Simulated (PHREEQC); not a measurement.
Dissolve 1.3 mmol/kgw CsOH, 0.0084 mmol/kgw CO2 and 170 mmol/kgw (CH3)4NCl at 25 °C. Closed to the air; pH follows from the charge balance.

Model: ion-association model, wateq4f.dat, run in PHREEQC.

| quantity | before | after |
|---|---|---|
| pH | 10.97 | 10.81 |
| CO3-2 (mol/kgw) | 7.64e-6 | 7.43e-6 |
| HCO3- (mol/kgw) | 7.57e-7 | 9.65e-7 |
| CO2 (mol/kgw) | 1.34e-11 | 2.34e-11 |

Q: What was changed between the two runs?
A) (CH3)4NCl from 0.17 to 0.085 mol/kgw
B) temperature from 25 to 75 °C
C) CO2 from 8.4e-06 to 4.2e-05 mol/kgw
D) temperature from 25 to 30 °C

A: D, temperature from 25 to 30 °C

No solid was allowed to form. (CH3)4N+ isn't in the database: it is added as a free cation with an ion size of 4 Å.
